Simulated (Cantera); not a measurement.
Charge: 1 mol Si3H8, 0.0088 mol Cl2, 3.3 mol H2, held at 802 °C and 0.260 bar.

These are equilibrium values from Cantera (NASA tables, ideal gas, pure condensed phases), not measurements of a reactor. Candidate condensed phases: Si; 19 gas species. The feed counts by its element totals alone. Equilibrium is a limit: real reactors are often held back by kinetics, nucleation or transport.

Base state: H2 0.998, HCl 0.00230, SiHCl3 1.72e-5, SiH2Cl2 1.09e-5, SiCl2 1.03e-5 (mole fractions); condensed: Si(s).

Problem. What changes in the equilibrium state with this change: Cl2 from 0.0088 to 0.062 mol?

Solution. 
```json
[
 {"species": "H2", "before": "0.998", "after": "0.988"},
 {"species": "HCl", "before": "0.00230", "after": "0.00920"},
 {"species": "SiHCl3", "before": "1.72e-5", "after": "0.00112"},
 {"species": "SiCl4", "before": "3.19e-6", "after": "0.000838"},
 {"species": "SiCl3", "before": "1.44e-6", "after": "9.41e-5"},
 {"species": "SiCl2", "before": "1.03e-5", "after": "0.000167"},
 {"species": "SiH2Cl2", "before": "1.09e-5", "after": "0.000175"},
 {"species": "Si(s), mol", "before": "3.00", "after": "2.98"}
]
```
The tables' values for SiCl3 are old estimates; treat these amounts as uncertain.

Problem. What changes in the equilibrium state with this change: Si3H8 replaced by Si2Cl6?

Solution. 
```csv
species,before,after
H2,0.998,0.641
SiCl4,3.19e-6,0.251
SiHCl3,1.72e-5,0.0649
HCl,0.00230,0.0308
SiCl3,1.44e-6,0.00678
SiCl2,1.03e-5,0.00289
"Si(s), mol",3.00,0.435
```
The tables' values for SiCl3 are old estimates; treat these amounts as uncertain.
